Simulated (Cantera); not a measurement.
**N2O furnace oxynitridation**

An isothermal, constant-pressure homogeneous reactor starts with 93.8 % N₂O, 6.19 % H₂O, at 1498 K and 0.0267 bar.

Detailed kinetics in Cantera: GRI-Mech 3.0 (53 species, 325 reactions). GRI-Mech 3.0 was tuned for natural gas; its chemistry of N2O as a main component is partial and can be far from experiment. Radical loss at walls, strong at low pressure, is not modelled. The temperature is held fixed by assumption; the heat of reaction is taken as removed at once.

```
t (s)       x N₂O   x H₂O       x H      x O      x O₂
--------  -------  ------  --------  -------  --------
2.00e-6     0.938  0.0619    <1e-12  1.80e-6   1.35e-8
9.41e-6     0.938  0.0619  3.63e-12  8.14e-6   2.91e-7
4.43e-5     0.938  0.0619  6.74e-10  3.18e-5   5.68e-6
0.000208    0.938  0.0619   2.89e-8  7.33e-5   7.76e-5
0.000980    0.936  0.0618   2.07e-7  7.98e-5  0.000554
0.00461     0.926  0.0615   3.86e-7  7.99e-5   0.00308
0.0217      0.882  0.0606   4.02e-7  7.83e-5    0.0148
0.102       0.710  0.0569   4.27e-7  7.40e-5    0.0612
0.480       0.296  0.0482   6.28e-7  6.75e-5     0.175
2.26       0.0115  0.0423   7.61e-7  4.87e-5     0.255
10.6      3.90e-6  0.0421   1.04e-7  1.24e-5     0.258
50.0      3.24e-6  0.0421   1.04e-7  1.24e-5     0.258
```
x: mole fraction; the columns are a selection and need not sum to one.

Equilibrium at this temperature and pressure: N₂O 1.22e-8, H₂O 0.0421, H 9.75e-8, O 1.37e-5, O₂ 0.319 (gas phase only).
